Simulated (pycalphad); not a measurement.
## Phase fractions of Si-31.2Sn (at.%)

CALPHAD calculation (pycalphad, COST 507 light-alloy database (1999)), 1 atm. These are 1990s assessments: newer ones move some temperatures and phases. Phase fractions are per mole of atoms.

```csv
T (°C),LIQUID,DIAMOND_A4
1397,1.000,-
1317,0.507,0.493
1237,0.379,0.621
1157,0.344,0.656
1077,0.329,0.671
997,[?],[?]
917,0.317,0.683
837,0.315,0.685
757,0.313,0.687
677,0.313,0.687
597,0.312,0.688
517,0.312,0.688
437,0.312,0.688
357,0.312,0.688
277,0.312,0.688
```

What belongs in the gaps?


- 997, LIQUID: 0.322
- 997, DIAMOND_A4: 0.678

DIAMOND_A4 is diamond (Si).
